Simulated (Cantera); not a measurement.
Input: 1 mol PbO, 0.011 mol O₂, 1.7 mol N₂, 3.8 mol H₂, at 20000 Pa.

Equilibrium computed with Cantera from the NASA thermochemical tables; the gas is ideal and each condensed phase is pure. Candidate condensed phases: H₂O, Pb, PbO, PbO₂, Pb₃O₄; 27 gas species. Rates play no part. All values below are at 327 °C.

Base state: H₂ 0.503, N₂ 0.309, H₂O 0.186, NH₃ 0.00165 (mole fractions); condensed: Pb(s).

### Question
What changes in the equilibrium state with this change: pressure from 20000 Pa to 100 Pa?

### Answer
```
species      before    after
----------  -------  -------
H₂            0.503    0.505
N₂            0.309    0.309
H₂O           0.186    0.186
NH₃         0.00165  8.30e-6
Pb(s), mol     1.00     1.00
```
